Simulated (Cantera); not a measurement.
Feed: 1 mol B, 25 mol H₂, 14 mol N₂, held at 650 Pa.

Method: chemical equilibrium by Gibbs-energy minimisation in Cantera with the NASA 1993 tables (ideal gas, pure condensed phases). Candidate condensed phases: B, BN; 15 gas species. N₂ is the only nitrogen source here; it is nearly inert below about 1500 K, so the nitride shown seldom forms there in practice. Kinetics and transport are ignored.

Problem. Which condensed phases are stable at each of these points (T (°C)): 1200, 1300, 1400, 1500, 1600, 1700, 1800, 1900, 2000?

Solution. 
| T (°C) | condensed phases | B condensed (%) |
|---|---|---|
| 1200 | BN(s) | 100.0 |
| 1300 | BN(s) | 100.0 |
| 1400 | BN(s) | 100.0 |
| 1500 | BN(s) | 100.0 |
| 1600 | BN(s) | 100.0 |
| 1700 | BN(s) | 99.8 |
| 1800 | BN(s) | 99.2 |
| 1900 | BN(s) | 96.9 |
| 2000 | B(s) | 90.8 |

From 1200 °C to 1900 °C the condensed part is BN(s). At 2000 °C the condensed part is B(s).
